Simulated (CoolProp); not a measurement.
Vapour-liquid equilibrium of ethylene (1) + carbon dioxide (2) at 1.35 MPa; x and y are mole fractions of (1).

The numbers come from the multi-fluid Helmholtz-energy mixture model, Smukala 2000 and Span 1996; pair parameters Bell 2016 in CoolProp.

| x | bubble temperature (K) | y at the bubble point | dew temperature at overall composition x (K) | liquid density (mol/L) |
|---|---|---|---|---|
| 0.05 | 239.4 | 0.104 | 240.5 | 24.13 |
| 0.15 | 236.3 | 0.256 | 238.4 | 23.16 |
| 0.25 | 234.2 | 0.365 | 236.4 | 22.20 |
| 0.35 | 232.7 | 0.452 | 234.5 | 21.28 |
| 0.45 | 231.7 | 0.529 | 232.8 | 20.41 |
| 0.55 | 230.9 | 0.602 | 231.4 | 19.61 |
| 0.65 | 230.4 | 0.677 | 230.6 | 18.86 |
| 0.75 | 230.2 | 0.757 | 230.2 | 18.16 |
| 0.85 | 230.2 | 0.845 | 230.2 | 17.51 |
| 0.95 | 230.5 | 0.945 | 230.5 | 16.90 |

y crosses x between x = 0.75 and 0.85: the model has an azeotrope there.

Pair parameters are fitted to limited data, so mixtures are less certain than the pure fluids.
